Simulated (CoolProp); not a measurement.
Model: reference Helmholtz-energy equation of state, Lemmon 2006, in CoolProp. It is a short technical equation, of lower accuracy than the large ones.

For carbonyl sulfide, give the phase and the density (kg/m³), speed of sound (m/s), fugacity coefficient at 476.6 K and 83.4 bar.


- 476.6 K and 83.4 bar: supercritical; density 164, speed of sound 249, fugacity coefficient 0.802
